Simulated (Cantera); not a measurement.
Charge: 1 mol Pb, 65 mol N2, 0.12 mol CO, equilibrated at 1323 K and 38.3 Torr.

Equilibrium computed with Cantera from the NASA thermochemical tables; the gas is ideal and each condensed phase is pure. Candidate condensed phases: C, Pb, PbO, PbO2, Pb3O4; 27 gas species. The numbers say what is thermodynamically allowed, not how fast it happens.

Problem. What is the equilibrium state?

Solution. 
- x(N2) = 0.983
- x(Pb) = 0.0151
- x(CO) = 0.00181
- gas amount = 66.12 mol
- log10 activity of Pb(l) (absent) = -0.66
